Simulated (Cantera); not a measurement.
An adiabatic, constant-pressure homogeneous reactor starts with 5.86 % CH4, 0.586 % C2H6, 19.7 % O2, 73.9 % N2, at 1773 K and 4.93 atm.

Computed with Cantera and GRI-Mech 3.0 (53 species, 325 reactions).

One state of this run: T (K) = 2433; x CH4 = 1.16e-5; x C2H6 = 4.22e-11; x O2 = 0.0801; x CH2 = 2.28e-6; x N2O = 5.45e-7; x OH = 0.0191. x: mole fraction; the columns are a selection and need not sum to one.

Problem. Which value of t (s) does it belong to?
(A) 0.000217
(B) 8.50e-5
(C) 1.30e-5
(D) 0.153

Solution. C, 1.30e-5
